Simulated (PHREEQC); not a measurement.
## Brine

A solution holds 0.035 mol/kgw K2CO3, 0.00037 mol/kgw NaHCO3 and 0.00083 mol/kgw LiCl, at 25 °C and 500 atm. Closed to the air; pH follows from the charge balance.

All values are PHREEQC results (ion-association model, phreeqc.dat), not measurements.

Each row changes one thing in this solution. Precipitation was switched off in this run.

```
case                                              pH  ionic strength (mol/kgw)  CO3-2 (mol/kgw)  HCO3- (mol/kgw)  Na+ (mol/kgw)  NaCO3- (mol/kgw)
---------------------------------------------  -----  ------------------------  ---------------  ---------------  -------------  ----------------
as made                                        10.97                     0.104           0.0331          0.00221       0.000302           6.73e-5
NaHCO3 from 0.00037 to 0.00185 mol/kgw         10.82                       [?]           0.0334          0.00315        0.00151          0.000337
diluted 2-fold with water                      10.87                    0.0517           0.0161          0.00157            [?]           2.15e-5
K2CO3 replaced by Na2CO3 at the same molality  10.91                    0.0844           0.0234          0.00188            [?]            0.0101
LiCl replaced by LiOH at the same molality       [?]                     0.105           0.0335          0.00181       0.000302           6.79e-5
diluted 100-fold with water                      [?]                  0.000887         0.000175         0.000179        3.69e-6           9.61e-9
```

**Question.** Complete the blanks.

**Answer.** 
- NaHCO3 from 0.00037 to 0.00185 mol/kgw, ionic strength (mol/kgw): 0.106
- diluted 2-fold with water, Na+ (mol/kgw): 0.000163
- K2CO3 replaced by Na2CO3 at the same molality, Na+ (mol/kgw): 0.0602
- LiCl replaced by LiOH at the same molality, pH: 11.06
- diluted 100-fold with water, pH: 10.04

Under pressure, the constants of complexes without a molar volume in the database are unreliable.
